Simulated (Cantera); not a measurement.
Cantera run, input and output.

```python
import numpy as np
import cantera as ct

gas = ct.Solution("gri30.yaml", transport_model="mixture-averaged")
show = ['NH3', 'OH', 'H2']

rows = []
print(f"{'T/K':>7s}{'rho':>11s}{'cp':>10s}{'mu':>11s}{'lambda':>11s}{'Pr':>7s}" + "".join(f"{'D_' + s:>11s}" for s in show))
for T in [400, 600, 800, 1000, 1200, 1400, 1600, 1800, 2000]:
    gas.TPX = T, 2100, {'O2': 0.11, 'N2': 0.89}
    Pr = gas.cp_mass * gas.viscosity / gas.thermal_conductivity
    D = [gas.mix_diff_coeffs_mole[gas.species_index(s)] for s in show]
    rows.append([gas.density, gas.cp_mass, gas.viscosity, gas.thermal_conductivity, Pr, *D])
    print(f"{T:7g}{gas.density:11.4e}{gas.cp_mass:10.1f}{gas.viscosity:11.4e}"
          f"{gas.thermal_conductivity:11.4e}{Pr:7.3f}" + "".join(f"{d:11.4e}" for d in D))
print("SI units: kg/m3, J/kg/K, Pa s, W/m/K, m2/s")
```

Result:

```
    T/K        rho        cp         mu     lambda     Pr      D_NH3       D_OH       D_H2
    400 1.7966e-02    1033.6 2.2704e-05 3.2896e-02  0.713 1.8459e-03 2.5305e-03 6.1463e-03
    600 1.1977e-02    1065.2 3.0081e-05 4.5480e-02  0.705 3.8780e-03 5.0384e-03 1.2127e-02
    800 8.9828e-03    1112.5 3.6453e-05 5.7567e-02  0.704 6.4509e-03 8.1625e-03 1.9575e-02
   1000 7.1862e-03    1159.7 4.2207e-05 6.9112e-02  0.708 9.4983e-03 1.1842e-02 2.8348e-02
   1200 5.9885e-03    1192.2 4.7530e-05 8.0124e-02  0.707 1.2976e-02 1.6034e-02 3.8348e-02
   1400 5.1330e-03    1218.8 5.2530e-05 9.0628e-02  0.706 1.6855e-02 2.0708e-02 4.9500e-02
   1600 4.4914e-03    1240.3 5.7273e-05 1.0066e-01  0.706 2.1110e-02 2.5838e-02 6.1746e-02
   1800 3.9924e-03    1257.8 6.1806e-05 1.1024e-01  0.705 2.5724e-02 3.1406e-02 7.5035e-02
   2000 3.5931e-03    1271.9 6.6162e-05 1.1940e-01  0.705 3.0683e-02 3.7392e-02 8.9326e-02
SI units: kg/m3, J/kg/K, Pa s, W/m/K, m2/s
```

Cantera simulation using GRI-Mech 3.0 (53 species, 325 reactions); the numbers are that mechanism's predictions, not measurements.
